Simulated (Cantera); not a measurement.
Feed: 1 mol C₂F₆, 2.8 mol HCl, 0.1 mol H₂, held at 1273 K and 1.28 Torr.

Method: chemical equilibrium by Gibbs-energy minimisation in Cantera with the NASA 1993 tables (ideal gas, pure condensed phases). Candidate condensed phases: C, C₆H₆, C₇H₈, C₈H₁₈; 118 gas species. The feed counts by its element totals alone. Gases not in the tables: C₂F₆ and larger saturated fluorocarbons. Kinetics and transport are ignored.

Problem. What is the equilibrium state?

Solution. 
* **x(HF)**: 0.452
* **x(CF₄)**: 0.171
* **x(Cl₂)**: 0.158
* **x(HCl)**: 0.121
* **x(Cl)**: 0.0937
* **x(CClF₃)**: 0.00329
* **x(CCl₂F₂)**: 6.12e-5
* **x(CF₂)**: 7.81e-6
* **x(ClF)**: 6.70e-6
* **n(C(graphite))**: 1.09 mol
* **gas amount**: 5.232 mol
